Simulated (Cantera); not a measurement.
A Cantera script and its output.

```python
import numpy as np
import cantera as ct

gas = ct.Solution("gri30.yaml")
gas.TPX = 1525, 101325, {'CH4': 1, 'O2': 2.99, 'N2': 11.2, 'CO2': 0.42}
reactor = ct.IdealGasReactor(gas, energy="on", clone=False)
net = ct.ReactorNet([reactor])
net.rtol, net.atol = 1e-08, 1e-16
show = ['CH4', 'O2', 'CO2', 'CH3', 'HO2', 'HCN']
times = np.geomspace(2e-06, 0.6, 14)

steps = ct.SolutionArray(gas, extra=["t"])
rows = []
print(f"{'t/s':>10s}{'T/K':>9s}{'P/Pa':>11s}" + "".join(f"{s:>11s}" for s in show))
for t in times:
    while net.time < t:
        t_next = net.step()
        steps.append(gas.state, t=t_next)
    rows.append([np.interp(t, steps.t, y) for y in (steps.T, steps.P, *steps(*show).X.T)])
    print(f"{t:10.3e}{rows[-1][0]:9.1f}{rows[-1][1]:11.4g}" + "".join(f"{x:11.3e}" for x in rows[-1][2:]))
rate = np.gradient(steps.T, steps.t)
print("integrator steps:", len(steps.t))
if steps.T.max() > steps.T[0] + 200:
    print(f"time of steepest temperature rise: {steps.t[rate.argmax()]:.4e} s")
gas.TPX = 1525, 101325, {'CH4': 1, 'O2': 2.99, 'N2': 11.2, 'CO2': 0.42}
gas.equilibrate("UV")
print(f"equilibrium (UV): T = {gas.T:.1f} K  " + "  ".join(f"{s} {gas[s].X[0]:.3e}" for s in show))
```

Result:

```
       t/s      T/K       P/Pa        CH4         O2        CO2        CH3        HO2        HCN
 2.000e-06   1525.0  1.013e+05  6.406e-02  1.915e-01  2.691e-02  2.702e-07  1.369e-07  1.356e-19
 5.277e-06   1525.0  1.013e+05  6.406e-02  1.915e-01  2.691e-02  8.017e-07  3.577e-07  1.098e-18
 1.392e-05   1525.0  1.013e+05  6.406e-02  1.915e-01  2.691e-02  2.319e-06  9.176e-07  8.550e-18
 3.673e-05   1525.0  1.013e+05  6.405e-02  1.915e-01  2.691e-02  7.178e-06  2.239e-06  6.925e-17
 9.689e-05   1524.9  1.013e+05  6.403e-02  1.915e-01  2.691e-02  2.681e-05  4.684e-06  6.897e-16
 2.556e-04   1525.5  1.014e+05  6.378e-02  1.914e-01  2.690e-02  1.301e-04  7.722e-06  1.373e-14
 6.744e-04   1559.3  1.037e+05  5.766e-02  1.870e-01  2.691e-02  7.742e-04  7.885e-05  1.041e-11
 1.779e-03   2715.1  1.847e+05  9.293e-17  6.392e-02  6.792e-02  9.963e-16  1.196e-05  1.303e-10
 4.694e-03   2704.8  1.839e+05  9.143e-17  6.038e-02  6.824e-02  9.502e-16  1.122e-05  1.968e-10
 1.238e-02   2703.2  1.838e+05  9.121e-17  5.985e-02  6.829e-02  9.434e-16  1.111e-05  2.059e-10
 3.267e-02   2703.2  1.838e+05  9.121e-17  5.985e-02  6.829e-02  9.433e-16  1.111e-05  2.059e-10
 8.620e-02   2703.2  1.838e+05  9.121e-17  5.985e-02  6.829e-02  9.433e-16  1.111e-05  2.059e-10
 2.274e-01   2703.2  1.838e+05  9.121e-17  5.985e-02  6.829e-02  9.433e-16  1.111e-05  2.059e-10
 6.000e-01   2703.2  1.838e+05  9.121e-17  5.985e-02  6.829e-02  9.433e-16  1.111e-05  2.059e-10
integrator steps: 1832
time of steepest temperature rise: 7.9538e-04 s
equilibrium (UV): T = 2703.2 K  CH4 1.279e-16  O2 5.985e-02  CO2 6.829e-02  CH3 1.323e-15  HO2 1.111e-05  HCN 2.059e-10
```

Computed with Cantera and GRI-Mech 3.0 (53 species, 325 reactions).
